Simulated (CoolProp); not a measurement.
Saturation properties of methane.

The numbers come from the reference Helmholtz-energy equation of state, Setzmann 1991 in CoolProp.

| T (K) | p (MPa) | liquid cp (kJ/(kg K)) | liquid viscosity (µPa s) |
|---|---|---|---|
| 114.7 | … | 3.504 | 109 |
| 118.2 | 0.1682 | 3.533 | 102 |
| 121.7 | … | 3.565 | 94.9 |
| 125.2 | 0.2723 | 3.601 | … |
| 128.7 | 0.3395 | 3.642 | 83.1 |
| 132.2 | 0.4182 | 3.687 | 78.1 |
| 135.7 | 0.5097 | 3.739 | 73.4 |
| 139.2 | 0.6150 | 3.798 | … |
| 142.8 | 0.7391 | 3.868 | 64.9 |
| 146.3 | 0.8761 | 3.948 | 61.1 |
| 149.8 | 1.031 | 4.042 | 57.6 |
| 153.3 | 1.204 | 4.153 | 54.2 |
| 156.8 | … | 4.287 | 50.9 |
| 160.3 | 1.611 | 4.451 | 47.8 |
| 163.8 | 1.848 | 4.657 | 44.8 |

Question: What belongs in the gaps?

Answer: 
- 114.7, p (MPa): 0.1292
- 121.7, p (MPa): 0.2155
- 125.2, liquid viscosity (µPa s): 88.7
- 139.2, liquid viscosity (µPa s): 69.0
- 156.8, p (MPa): 1.397

It boils at 111.7 K under 1 atm.

Viscosity comes from a separate model (Quiñones-Cisneros 2006).
